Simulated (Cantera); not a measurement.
A Cantera script and its output.

```python
import numpy as np
import cantera as ct

gas = ct.Solution("gri30.yaml")
gas.TPX = 550, 101325, {'CH4': 1, 'C2H6': 0.41, 'O2': 3.95, 'N2': 22}
inlet = ct.Reservoir(gas, clone=True)
gas.equilibrate("HP")  # start burning
reactor = ct.IdealGasConstPressureReactor(gas, energy="on", clone=False)
exhaust = ct.Reservoir(gas, clone=True)
tau = [0.051, 0.017, 0.0059, 0.002, 0.0007, 0.00024, 8.2e-05, 2.8e-05, 9.7e-06, 3.3e-06][0]
for a, b in ((inlet, reactor), (reactor, exhaust)):
    ct.MassFlowController(a, b, mdot=lambda t: reactor.mass / tau)
net = ct.ReactorNet([reactor])
show = ['CH4', 'C2H6', 'O2', 'NO', 'CH3', 'H']

rows = []
print(f"{'tau/s':>10s}{'T/K':>9s}" + "".join(f"{s:>11s}" for s in show))
for tau in [0.051, 0.017, 0.0059, 0.002, 0.0007, 0.00024, 8.2e-05, 2.8e-05, 9.7e-06, 3.3e-06]:
    net.initial_time = 0.0
    net.advance(30 * tau)
    before = gas.X
    net.advance(40 * tau)
    drift = np.max(np.abs(gas.X - before) / (gas.X + 1e-9))
    rows.append([gas.T, *gas[show].X, drift])
    print(f"{tau:10.3e}{gas.T:9.1f}" + "".join(f"{x:11.3e}" for x in gas[show].X))
```

Output:

```
     tau/s      T/K        CH4       C2H6         O2         NO        CH3          H
 5.100e-02   1903.0  6.262e-06  5.372e-07  1.955e-02  8.623e-05  2.424e-06  1.825e-04
 1.700e-02   1880.1  1.278e-05  1.214e-06  2.048e-02  6.924e-05  4.612e-06  4.444e-04
 5.900e-03   1846.5  2.630e-05  2.632e-06  2.189e-02  5.692e-05  8.954e-06  9.728e-04
 2.000e-03   1798.4  5.877e-05  5.958e-06  2.398e-02  4.440e-05  1.871e-05  1.934e-03
 7.000e-04   1736.5  1.442e-04  1.436e-05  2.701e-02  3.053e-05  4.152e-05  3.225e-03
 2.400e-04   1647.3  4.895e-04  4.674e-05  3.315e-02  1.524e-05  1.183e-04  3.963e-03
 8.200e-05    550.0  3.655e-02  1.499e-02  1.444e-01  1.468e-19  9.896e-20  7.240e-29
 2.800e-05    550.0  3.655e-02  1.499e-02  1.444e-01  6.658e-23  1.012e-20  9.401e-32
 9.700e-06    550.0  3.655e-02  1.499e-02  1.444e-01  4.206e-24  3.911e-21  5.780e-32
 3.300e-06    550.0  3.655e-02  1.499e-02  1.444e-01  2.657e-25  1.360e-21  4.421e-32
```

Detailed kinetics in Cantera: GRI-Mech 3.0 (53 species, 325 reactions).
